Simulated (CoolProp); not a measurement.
Values from CoolProp's reference Helmholtz-energy equation of state, Lemmon 2006. It is a short technical equation, of lower accuracy than the large ones.

Problem. Give the vapour pressure (kPa), vapour density (kg/m³), enthalpy of vaporisation (kJ/kg), surface tension (mN/m) of saturated neopentane at 353.1, 377.7 K.

Solution. 
```
T (K)  p (kPa)  vapour density (kg/m³)  enthalpy of vaporisation (kJ/kg)  surface tension (mN/m)
-----  -------  ----------------------  --------------------------------  ----------------------
353.1      736                    22.0                               250                    5.83
377.7     1220                    37.9                               216                    3.75
```

Surface tension comes from a separate correlation (Mulero 2014).
